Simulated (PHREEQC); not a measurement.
Solution (44 °C): 0.13 mol/kgw HF, 0.00011 mol/kgw (CH3)4NF and 0.0057 mol/kgw NH3. Closed to the air; pH follows from the charge balance.

All values are PHREEQC results (ion-association model, wateq4f.dat), not measurements.

Precipitation was switched off in this run.

Predict the pH, ionic strength.

pH 2.25; ionic strength 0.0121 mol/kgw.

In which forms is F present?

HF 71 %, H2F2 17 %, F- 6.6 %, HF2- 5.3 % of the F.

(CH3)4N+ isn't in the database: it is added as a free cation with an ion size of 4 Å. wateq4f.dat counts part of the HF as a dimer, H2F2, which phreeqc.dat doesn't know; its constant is uncertain. At this temperature some constants are extrapolated from 25 °C, and those without enthalpy data are left unchanged.
